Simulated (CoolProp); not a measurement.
Propylene along the isotherm 25.05 °C: fugacity coefficient from the reference equation and from simpler models built on Tc = 91.1 °C, pc = 4.555 MPa, ω = 0.146; each cubic takes its own stable root.

Values from CoolProp's reference Helmholtz-energy equation of state, Lemmon 2013.

| p (MPa) | phase | reference | van der Waals | Redlich-Kwong | Peng-Robinson |
|---|---|---|---|---|---|
| 0.526 | gas | 0.9265 | 0.9451 | 0.9313 | 0.9240 |
| 1.05 | gas | 0.8530 | 0.8903 | 0.8634 | 0.8496 |
| 1.58 | liquid | 0.6218 | 0.8342 | 0.6981 | 0.6190 |
| 2.1 | liquid | 0.4760 | 0.7414 | 0.5356 | 0.4736 |
| 2.63 | liquid | 0.3869 | 0.6088 | 0.4362 | 0.3847 |
| 3.15 | liquid | 0.3286 | 0.5222 | 0.3713 | 0.3266 |
| 3.68 | liquid | 0.2863 | 0.4594 | 0.3241 | 0.2843 |
| 4.2 | liquid | 0.2552 | 0.4134 | 0.2895 | 0.2532 |
| 4.73 | liquid | 0.2305 | 0.3771 | 0.2620 | 0.2286 |
| 5.26 | liquid | 0.2109 | 0.3482 | 0.2402 | 0.2091 |
| 5.78 | liquid | 0.1953 | 0.3252 | 0.2227 | 0.1934 |
| 6.31 | liquid | 0.1820 | 0.3058 | 0.2080 | 0.1801 |
| 6.83 | liquid | 0.1710 | 0.2899 | 0.1957 | 0.1691 |

At some of these states van der Waals gives the other phase, because its saturation line lies elsewhere.
